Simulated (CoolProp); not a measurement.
The fluid at 293.15 K and 0.317 MPa (gas) is heated at constant pressure to 444.1 K. The same conditions are run with several fluids, on thermodynamics alone (safety and materials aside).

The numbers come from the reference Helmholtz-energy equation of state of each fluid (carbon monoxide: Lemmon 2006; ethylene: Smukala 2000; R404A: Lemmon 2003) in CoolProp. Blends and air are pseudo-pure fits.

Q: Rank carbon monoxide, ethylene, R404A by heat (kJ/kg), highest first.

A: ethylene (271), carbon monoxide (158), R404A (152)

| fluid | final density (kg/m³) |
|---|---|
| carbon monoxide | 2.40 |
| ethylene | 2.42 |
| R404A | 8.48 |
